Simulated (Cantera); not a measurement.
Input: 1 mol CCl₄, 0.23 mol F₂, at 773.15 K and 0.000270 bar.

Equilibrium computed with Cantera from the NASA thermochemical tables; the gas is ideal and each condensed phase is pure. Candidate condensed phases: C; 27 gas species. Condensed phases not in the tables: fluorocarbon polymer. Gases not in the tables: C₂F₆ and larger saturated fluorocarbons. Rates play no part.

Base state: Cl₂ 0.944, CF₄ 0.0520, CClF₃ 0.00305, CCl₂F₂ 0.000334, Cl 0.000290, CCl₃F 4.50e-5, CCl₄ 4.00e-5 (mole fractions); condensed: C(graphite).

What changes in the equilibrium state with this change: temperature from 773.15 K to 1125 K?


| species | before | after |
|---|---|---|
| Cl₂ | 0.944 | 0.834 |
| Cl | 0.000290 | 0.114 |
| CF₄ | 0.0520 | 0.0497 |
| CCl₄ | 4.00e-5 | 3.92e-7 |
| CCl₃F | 4.50e-5 | 3.73e-6 |
| C(graphite), mol | 0.883 | 0.884 |

What changes in the equilibrium state with this change: F₂ from 0.23 to 0.1 mol?


```tsv
species	before	after
Cl₂	0.944	0.975
CF₄	0.0520	0.0230
CClF₃	0.00305	0.00168
CCl₂F₂	0.000334	0.000230
CCl₃F	4.50e-5	3.85e-5
CCl₄	4.00e-5	4.27e-5
C(graphite), mol	0.883	0.949
```

What changes in the equilibrium state with this change: F₂ from 0.23 to 0.46 mol?


```csv
species,before,after
Cl₂,0.944,0.895
CF₄,0.0520,0.0994
CClF₃,0.00305,0.00483
CCl₂F₂,0.000334,0.000438
CCl₄,4.00e-5,3.60e-5
CCl₃F,4.50e-5,4.88e-5
"C(graphite), mol",0.883,0.767
```
